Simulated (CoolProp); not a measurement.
A single-stage vapour-compression cycle with R21: evaporating at 259.15 K (dew point), condensing at 325.15 K (bubble point), superheat 10 K, subcooling 5 K, compressor efficiency 0.85, no pressure losses. Each further row changes one setting.

Model: reference Helmholtz-energy equation of state, Platzer 1990, in CoolProp. This equation is an older, rougher fit; its heat capacities, sound speeds and derivatives of the liquid may be far off and weren't checked against measurements.

```csv
case,cooling COP,pressure ratio,discharge temperature (K),refrigerating effect (kJ/kg),volumetric capacity (kJ/m³)
as stated,2.74,11.0,389.1,193,344
evaporating temperature 264.15 K,(withheld),(withheld),383.0,196,433
condensing temperature 320.15 K,3.02,(withheld),(withheld),199,354
subcooling 10 K,2.82,11.0,389.1,199,354
superheat 20 K,(withheld),11.0,401.0,199,(withheld)
compressor efficiency 0.75,(withheld),11.0,402.3,193,344
```

### Question
Some entries are withheld; supply them.

### Answer

- evaporating temperature 264.15 K, cooling COP: 3.08
- evaporating temperature 264.15 K, pressure ratio: 8.74
- condensing temperature 320.15 K, pressure ratio: 9.55
- condensing temperature 320.15 K, discharge temperature (K): 381.3
- superheat 20 K, cooling COP: 2.72
- superheat 20 K, volumetric capacity (kJ/m³): 341
- compressor efficiency 0.75, cooling COP: 2.42
